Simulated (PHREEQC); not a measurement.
**Reverse-osmosis permeate (model solution)**

Synthetic water in mmol/kgw, 25 °C, pH 6.57, pe 10.6:

```json
[
 {"constituent": "Na", "mmol/kgw": "0.0352"},
 {"constituent": "K", "mmol/kgw": "2.56e-05"},
 {"constituent": "Ca", "mmol/kgw": "0.0124"},
 {"constituent": "Mg", "mmol/kgw": "0.0233"},
 {"constituent": "Cl", "mmol/kgw": "0.0497"},
 {"constituent": "S(6)", "mmol/kgw": "0.0104"},
 {"constituent": "Alkalinity (meq/kgw)", "mmol/kgw": "0.0383"},
 {"constituent": "Si", "mmol/kgw": "0.000367"}
]
```

Valence states are taken as typed.

Equilibrium calculation in PHREEQC: ion-association model, phreeqc.dat.

```json
{
 "ionic_strength": "0.000154 mol/kgw",
 "charge_balance_error": "-1.0 %"
}
```

| species | molality | activity | log γ |
|---|---|---|---|
| Cl- | 4.97e-5 | 4.90e-5 | -0.006 |
| HCO3- | 3.85e-5 | 3.80e-5 | -0.006 |
| Na+ | 3.52e-5 | 3.47e-5 | -0.006 |
| Mg+2 | 2.32e-5 | 2.20e-5 | -0.025 |
| CO2 | 2.30e-5 | 2.30e-5 | 0.000 |
| Ca+2 | 1.24e-5 | 1.17e-5 | -0.025 |
| SO4-2 | 1.03e-5 | 9.75e-6 | -0.025 |
| H4SiO4 | 3.67e-7 | 3.67e-7 | 0.000 |
| H+ | 2.73e-7 | 2.69e-7 | -0.006 |

Precipitation was switched off in this run.
